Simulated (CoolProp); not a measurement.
Sulfur dioxide at 293.15 K and 0.0426 MPa is throttled through a valve to 0.0265 MPa with no heat exchange. Each further row changes one setting.

Model: reference Helmholtz-energy equation of state, Gao 2016, in CoolProp.

```json
[
 {"case": "as stated", "temperature change (K)": "-0.7", "final density (kg/m³)": "0.701"},
 {"case": "outlet pressure 0.00795 MPa", "temperature change (K)": "-1.4", "final density (kg/m³)": "0.210"},
 {"case": "outlet pressure 0.0345 MPa", "temperature change (K)": "-0.3", "final density (kg/m³)": "0.913"}
]
```
